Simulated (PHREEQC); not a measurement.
1.5 g of hydrous ferric oxide (600 m²/g; 0.2 weak and 0.005 strong sites per Fe, Dzombak-Morel constants, diffuse double layer) in 1 kg of water with 0.3 mol/kgw of an inert sodium salt and 2e-05 mol NiCl2 and 0.007 mol CuSO4, at 25 °C; the pH is set by adding NaOH or the inert anion's acid. O2 is buffered at 0.21 atm. The system is closed to CO2. Precipitation was switched off in this run.

Base run: PHREEQC, ion-association model, wateq4f.dat. Each further column changes one thing. The table gives S sorbed (%).

```tsv
pH	base	no electrostatic term (-no_edl)	background salt from 0.3 to 0.03 mol/kgw	oxide from 1.5 to 7.5 g/kgw	0.0015 mol/kgw MgCl2 added
3	17.1	0.2	21.8	73.7	17.0
3.5	17.1	0.2	21.8	73.7	17.0
4	16.9	0.2	21.6	73.0	16.8
4.5	16.1	0.1	21.0	70.6	16.1
5	13.7	0.1	18.9	65.4	13.6
5.5	9.9	0.0	15.4	58.9	9.8
6	7.2	0.0	13.0	50.6	7.1
6.5	5.9	0.0	12.0	41.2	5.8
7	5.4	0.0	11.7	31.8	5.3
7.5	5.3	0.0	11.6	22.2	5.2
8	5.2	0.0	11.3	11.8	5.1
8.5	4.0	0.0	9.2	3.9	4.0
9	1.5	0.0	4.3	0.9	1.5
```

In at least one series the solution becomes supersaturated in solids that the run did not let form, among them Cu(OH)2, Brochantite, Antlerite, Atacamite, Ni(OH)2. The database's constant for dissolved Cu(OH)2 is higher than later reviews accept. The oxide is taken as insoluble; below pH 4 it would dissolve.
